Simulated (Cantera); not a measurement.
Charge: 1 mol Fe₂O₃, 2100 mol H₂, 1.4 mol N₂, held at 3.60 bar.

Cantera equilibrium calculation (NASA polynomials, part measured and part estimated; ideal gas, pure solids and liquids). Candidate condensed phases: Fe, FeO, Fe(OH)₂, Fe(OH)₃, Fe₂O₃, Fe₃O₄, H₂O; 27 gas species. Kinetics and transport are ignored.

Problem. At 1100 K, list the 4 most abundant gas species with their mole fractions, and the condensed phases.

Solution. H₂ 0.998, H₂O 0.00143, N₂ 0.000652, NH₃ 2.91e-5. Condensed: Fe(α).
